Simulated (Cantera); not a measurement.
Feed: 1 mol CH₃Cl, a varied amount of F₂, held at 2000 K and 1200 Pa.

Method: chemical equilibrium by Gibbs-energy minimisation in Cantera with the NASA 1993 tables (ideal gas, pure condensed phases). Candidate condensed phases: C, C₆H₆, C₇H₈, C₈H₁₈; 118 gas species. Kinetics and transport are ignored.

Q: At 0.4 mol F₂, list the 6 most abundant gas species with their mole fractions, and the condensed phases.

A: HCl 0.404, HF 0.331, H₂ 0.249, Cl 0.00897, H 0.00740, C₂H₂ (acetylene) 0.000191. Condensed: C(graphite).
